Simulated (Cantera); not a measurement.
Standard-state values (1 bar) from the NASA 1993 polynomials, evaluated with Cantera. Values are per mole of reaction as written; species without (g) are pure solids or liquids, kept so even where they would boil at 1 bar.

4 H(g) + SrCl2 + 2 O(g) ⇌ Sr(OH)2 + 2 HCl(g), with ΔH° = -1695.1 kJ and ΔS° = -425.4 J/K at 300 K.

Task: How far is the shortcut ΔG° ≈ ΔH°(300 K) − T·ΔS°(300 K) from the full temperature-dependent value at 2323, 2373, 2423, 2473, 2523, 2573, 2623, 2673, 2723, 2773 K?

Result: 
| T (K) | shortcut (kJ) | full (kJ) | difference (kJ) | difference in log10 K | condensed phases |
|---|---|---|---|---|---|
| 2323 | -707.0 | -634.2 | -72.8 | 1.64 | SrCl2(l), Sr(OH)2(l) |
| 2373 | -685.7 | -610.7 | -75.0 | 1.65 | SrCl2(l), Sr(OH)2(l) |
| 2423 | -664.5 | -587.3 | -77.2 | 1.66 | SrCl2(l), Sr(OH)2(l) |
| 2473 | -643.2 | -563.8 | -79.4 | 1.68 | SrCl2(l), Sr(OH)2(l) |
| 2523 | -621.9 | -540.4 | -81.6 | 1.69 | SrCl2(l), Sr(OH)2(l) |
| 2573 | -600.7 | -516.9 | -83.7 | 1.70 | SrCl2(l), Sr(OH)2(l) |
| 2623 | -579.4 | -493.5 | -85.9 | 1.71 | SrCl2(l), Sr(OH)2(l) |
| 2673 | -558.1 | -470.0 | -88.1 | 1.72 | SrCl2(l), Sr(OH)2(l) |
| 2723 | -536.8 | -446.6 | -90.2 | 1.73 | SrCl2(l), Sr(OH)2(l) |
| 2773 | -515.6 | -423.2 | -92.4 | 1.74 | SrCl2(l), Sr(OH)2(l) |
The shortcut ignores heat capacities and the phase changes listed.
